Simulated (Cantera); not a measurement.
# Dilute partial oxidation

An isothermal, constant-pressure homogeneous reactor starts with CH₄ : O₂ : N₂ = 0.0039 : 0.0056 : 1 (molar parts), at 1323 K and 1430 Torr.

Detailed kinetics in Cantera: GRI-Mech 3.0 (53 species, 325 reactions).

```
t (s)       x CH₄      x O₂    x CH₂O     x NO₂     x NO    x C₂H₆    x C₂H₂
--------  -------  --------  --------  --------  -------  --------  --------
3.00e-5   0.00386   0.00555  3.54e-12    <1e-12   <1e-12    <1e-12    <1e-12
0.000123  0.00386   0.00555  7.52e-11    <1e-12   <1e-12    <1e-12    <1e-12
0.000504  0.00386   0.00555   1.44e-9    <1e-12   <1e-12  2.55e-11    <1e-12
0.00206   0.00386   0.00555   2.89e-8    <1e-12   <1e-12   2.32e-9    <1e-12
0.00845   0.00386   0.00555   5.41e-7    <1e-12   <1e-12   1.83e-7  1.08e-11
0.0346    0.00385   0.00554   5.07e-6    <1e-12   <1e-12   3.13e-6   1.73e-9
0.142     0.00371   0.00546   2.64e-5    <1e-12   <1e-12   3.32e-5   3.37e-7
0.582     2.29e-5   9.01e-6   7.47e-9  1.90e-11  2.50e-7   2.58e-8   5.18e-6
2.38      2.25e-5   8.60e-7  7.34e-10  2.64e-12  2.26e-7   1.28e-9   5.30e-6
9.76      2.25e-5   4.58e-8  3.14e-10    <1e-12  1.96e-7  3.72e-10   5.21e-6
40.0      2.25e-5  1.73e-12  2.50e-10    <1e-12  1.12e-7  2.95e-10   4.99e-6
```
x: mole fraction; the columns are a selection and need not sum to one.

Equilibrium at this temperature and pressure: CH₄ <1e-12, O₂ <1e-12, CH₂O 4.07e-12, NO₂ <1e-12, NO 2.20e-10, C₂H₆ <1e-12, C₂H₂ <1e-12 (gas phase only).
